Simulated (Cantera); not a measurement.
Input (Python, Cantera) and output of one run.

```python
import numpy as np
import cantera as ct

gas_names = """
    H HO2 H2 H2O H2O2 O OH O2 O3 Pb PbO Pb2
""".split()
cond_names = """
    H2O(s) H2O(L) Pb(cr) Pb(L) PbO(rd) PbO(yw) PbO(L) PbO2(s) Pb3O4(s)
""".split()


# ... load() reads the species with a 1 bar reference pressure and builds the phases ...
atoms = {
    'PbO': {'Pb': 1, 'O': 1},
    'H2': {'H': 2},
}
top_T = {'Pb3O4(s)': 820}  # K; cautious upper limits of use, not melting points


# ... equilibrate(T, P, feed) seeds the gas with the atoms and calls Mixture.equilibrate('TP', solver="vcs", rtol=1e-11, max_steps=5000) ...
results = []
feed = {'PbO': 1, 'H2': 0.52}  # mol
T = 1173  # K
P = 133.322  # Pa
mix = equilibrate(T, P, feed)
results.append((T, P, feed, dict(zip(mix.species_names, mix.species_moles))))
x = sorted(zip(gas.X, gas.species_names), reverse=True)
print(f"T = {T:g} K  P = {P:g} Pa  gas = {mix.phase_moles(0):.4g} mol")
print("   x: " + "  ".join(f"{s} {v:.3e}" for v, s in x if v > 1e-06))
print("   condensed (mol): " + ("  ".join(f"{mix.phase(i).name} {mix.phase_moles(i):.4g}"
      for i in range(1, mix.n_phases) if mix.phase_moles(i) > 1e-12) or "none"))
```

It prints:

```
T = 1173 K  P = 133.322 Pa  gas = 0.7943 mol
   x: H2O 6.545e-01  Pb 3.163e-01  PbO 2.896e-02  H2 1.738e-04  Pb2 8.892e-06  OH 1.105e-06
   condensed (mol): Pb(L) 0.2686  PbO(L) 0.4571
```

Equilibrium computed with Cantera from the NASA thermochemical tables; the gas is ideal and each condensed phase is pure. Each liquid is taken as pure. Mutual solubility and eutectic melting of coexisting phases are not modelled.
